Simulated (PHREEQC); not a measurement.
Solution (5 °C): 17 mmol/kgw HCl, 0.095 mmol/kgw Al2(SO4)3 and 120 mmol/kgw MnSO4. Closed to the air; pH follows from the charge balance.

Computed with PHREEQC (ion-association model, phreeqc.dat).

```json
[
 {"quantity": "pH", "before": "2.22", "after": "2.46"},
 {"quantity": "ionic strength (mol/kgw)", "before": "0.302", "after": "1.33"},
 {"quantity": "Mn+2 (mol/kgw)", "before": "0.0753", "after": "0.332"},
 {"quantity": "SO4-2 (mol/kgw)", "before": "0.0674", "after": "0.323"},
 {"quantity": "MnSO4 (mol/kgw)", "before": "0.0433", "after": "0.265"},
 {"quantity": "HSO4- (mol/kgw)", "before": "0.00932", "after": "0.0123"}
]
```

Task: Which change was made?
A) MnSO4 from 0.12 to 0.6 mol/kgw
B) temperature from 5 to 45 °C
C) Al2(SO4)3 left out
D) HCl left out

Result: A, MnSO4 from 0.12 to 0.6 mol/kgw

This is a speciation only: nothing precipitates in the calculation. The ionic strength passes 0.7 mol/kgw, the rough limit of the ion-association models, in after. At this temperature some constants are extrapolated from 25 °C, and those without enthalpy data are left unchanged.
